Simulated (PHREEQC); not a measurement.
A solution holds 0.15 mol HBr, 0.011 mol AlCl3 and 0.0004 mol CuCl2 per kg of water, at 20 °C. Closed to the air; pH follows from the charge balance.

The numbers come from PHREEQC with the ion-association model, phreeqc.dat.

**Question.** The ionic strength comes out as 0.217 mol/kgw. What activity coefficients do Br-, Al+3, Cl-, CuCl+, H+ get?

**Answer.** Br- 0.69, Al+3 0.13, Cl- 0.71, CuCl+ 0.71, H+ 0.80.

Precipitation was switched off in this run.
